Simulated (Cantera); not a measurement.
Source: NASA polynomial tables (part measured, part estimated), evaluated in Cantera. Values are per mole of reaction as written; species without (g) are pure solids or liquids, kept so even where they would boil at 1 bar.

**Question.** Between 573 and 973 K, where is each reaction favourable under standard conditions?
- CaF2 + 2 Cl(g) → 2 F(g) + CaCl2

**Answer.** 
- CaF2 + 2 Cl(g) → 2 F(g) + CaCl2: ΔG° is 333 kJ at 573 K and 323 kJ at 973 K; it stays positive (K < 1). ΔH° is 345 kJ and ΔS° 22 J/K at 973 K.
